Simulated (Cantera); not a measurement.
# Thermodynamics of iron carbonyl, mercury and lead vapours, feed Pb + H2 + N2

Charge: 1 mol Pb, 0.6 mol H2, 1.7 mol N2, held at 1075 °C.

Cantera equilibrium calculation (NASA polynomials, part measured and part estimated; ideal gas, pure solids and liquids). Candidate condensed phases: Pb; 11 gas species. Equilibrium is a limit: real reactors are often held back by kinetics, nucleation or transport.

From 10.0 Pa to 460 Pa nothing is condensed. From 1700 Pa to 1000000 Pa the condensed part is Pb(l). The main Pb-bearing gas is Pb throughout.

```csv
P (Pa),x N2,x Pb,x H2,x NH3,x H,x Pb2,n Pb(l)
10,0.515,0.303,0.182,5.73e-10,9.86e-5,2.73e-7,0
36,0.515,0.303,0.182,2.06e-9,5.20e-5,9.81e-7,0
130,0.515,0.303,0.182,7.45e-9,2.74e-5,3.54e-6,0
460,0.515,0.303,0.182,2.64e-8,1.45e-5,1.25e-5,0
1700,0.531,0.281,0.188,1.04e-7,7.68e-6,3.98e-5,0.101
6000,0.680,0.0796,0.240,6.00e-7,4.63e-6,1.13e-5,0.801
22000,0.723,0.0217,0.255,2.49e-6,2.49e-6,3.08e-6,0.949
77000,0.735,0.00620,0.259,8.98e-6,1.34e-6,8.79e-7,0.986
280000,0.738,0.00171,0.260,3.29e-5,7.06e-7,2.42e-7,0.996
1000000,0.739,0.000478,0.261,0.000118,3.73e-7,6.77e-8,0.999
```
x: gas mole fraction; n: condensed amount in mol.
